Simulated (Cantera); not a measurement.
What does this Cantera script print?

```python
import numpy as np
import cantera as ct

gas_names = """
    H HO2 H2 H2O H2O2 O OH O2 O3 V VO VO2
""".split()
cond_names = """
    H2O(s) H2O(L) V(cr) V(L) VO(s) VO(L) V2O3(s) V2O3(L) V2O4(I) V2O4(II) V2O4(L) V2O5(s) V2O5(L)
""".split()


# ... load() reads the species with a 1 bar reference pressure and builds the phases ...
atoms = {
    'V': {'V': 1},
    'H2O': {'H': 2, 'O': 1},
    'H2': {'H': 2},
}
top_T = {}  # K; cautious upper limits of use, not melting points


# ... equilibrate(T, P, feed) seeds the gas with the atoms and calls Mixture.equilibrate('TP', solver="vcs", rtol=1e-11, max_steps=5000) ...
results = []
feed = {'V': 1, 'H2O': 1, 'H2': 4.8}  # mol
T = 2675  # K
P = 10000  # Pa
mix = equilibrate(T, P, feed)
results.append((T, P, feed, dict(zip(mix.species_names, mix.species_moles))))
x = sorted(zip(gas.X, gas.species_names), reverse=True)
print(f"T = {T:g} K  P = {P:g} Pa  gas = {mix.phase_moles(0):.4g} mol")
print("   x: " + "  ".join(f"{s} {v:.3e}" for v, s in x if v > 0.0001))
print("   condensed (mol): " + ("  ".join(f"{mix.phase(i).name} {mix.phase_moles(i):.4g}"
      for i in range(1, mix.n_phases) if mix.phase_moles(i) > 1e-12) or "none"))
```

Output:

```
T = 2675 K  P = 10000 Pa  gas = 6.531 mol
   x: H2 8.092e-01  H 1.469e-01  VO 2.032e-02  V 1.178e-02  VO2 6.198e-03  H2O 5.315e-03  OH 2.411e-04
   condensed (mol): VO(L) 0.7499
```

Cantera equilibrium calculation (NASA polynomials, part measured and part estimated; ideal gas, pure solids and liquids). VO: taken at fixed stoichiometry.
